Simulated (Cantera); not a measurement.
Charge: 1 mol TEOS, 0.12 mol O2, 4 mol N2, held at 525 °C and 26.0 Pa.

Equilibrium computed with Cantera from the NASA thermochemical tables; the gas is ideal and each condensed phase is pure. Candidate condensed phases: C, C6H6, C7H8, C8H18, H2O, Si, SiC, SiO2, Si2N2O, Si3N4; 151 gas species. The feed counts by its element totals alone. Rates play no part.

**Question.** What is the equilibrium state?

**Answer.** 
```
Quantity                              Value
--------------------------------  ---------
x(H2)                                 0.616
x(N2)                                 0.247
x(CO)                                 0.137
x(H2O)                             0.000538
x(CO2)                             0.000511
x(CH4)                             0.000137
n(C(graphite))                     5.77 mol
n(SiO2(α-quartz))                  1.00 mol
gas amount                        16.22 mol
log10 activity of Si(s) (absent)     -17.36
```
